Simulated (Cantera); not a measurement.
Feed: 1 mol CO, 2.3 mol NH3, 6.6 mol N2, at 623 K and 0.100 bar.

Equilibrium computed with Cantera from the NASA thermochemical tables; the gas is ideal and each condensed phase is pure. Candidate condensed phases: C, C6H6, C7H8, C8H18, H2O; 136 gas species. Equilibrium is a limit: real reactors are often held back by kinetics, nucleation or transport.

**Question.** What is the equilibrium state?

**Answer.** 
```json
{
 "x(N2)": "0.731",
 "x(H2)": "0.116",
 "x(H2O)": "0.0719",
 "x(CH4)": "0.0687",
 "x(CO2)": "0.0108",
 "x(CO)": "0.000823",
 "x(NH3)": "9.61e-5",
 "n(C(graphite))": "0.149 mol",
 "gas_amount": "10.59 mol"
}
```
